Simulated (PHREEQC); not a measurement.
Dissolve 0.29 mol/kgw H3PO4 at 75 °C. Closed to the air; pH follows from the charge balance.

Equilibrium calculation in PHREEQC: ion-association model, wateq4f.dat.

| quantity | before | after |
|---|---|---|
| pH | 1.49 | 1.87 |
| ionic strength (mol/kgw) | 0.0383 | 0.0150 |
| H3PO4 (mol/kgw) | 0.252 | 0.0430 |
| H2PO4- (mol/kgw) | 0.0383 | 0.0150 |
| HPO4-2 (mol/kgw) | 1.65e-7 | 1.32e-7 |

Question: What was changed between the two runs?
A. diluted 2-fold with water
B. 0.11 mol/kgw NaCl added
C. diluted 5-fold with water
D. 0.0064 mol/kgw TMAH added
E. temperature from 75 to 45 °C

Answer: C, diluted 5-fold with water

This is a speciation only: nothing precipitates in the calculation. H3PO4, which wateq4f.dat lacks, is added to it with the constant of phreeqc.dat. At this temperature some constants are extrapolated from 25 °C, and those without enthalpy data are left unchanged.
